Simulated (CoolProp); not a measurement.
Properties of methane along the isotherm 309.9 K.

The numbers come from the reference Helmholtz-energy equation of state, Setzmann 1991 in CoolProp.

```tsv
p (MPa)	phase	density (kg/m³)	cv (kJ/(kg K))
0.0218	gas	0.1358	1.736
0.032	gas	0.1993	1.736
0.047	gas	0.2928	1.736
0.069	gas	0.4301	1.736
0.101	gas	0.6298	1.737
0.149	gas	0.9298	1.737
0.218	gas	1.362	1.738
0.32	gas	2.002	1.739
0.47	gas	2.947	1.740
0.69	gas	4.341	1.742
1.01	gas	6.384	1.745
1.49	gas	9.486	1.749
2.18	gas	14.02	1.755
3.2	gas	20.89	1.764
4.7	supercritical	31.35	1.778
6.9	supercritical	47.40	1.797
```
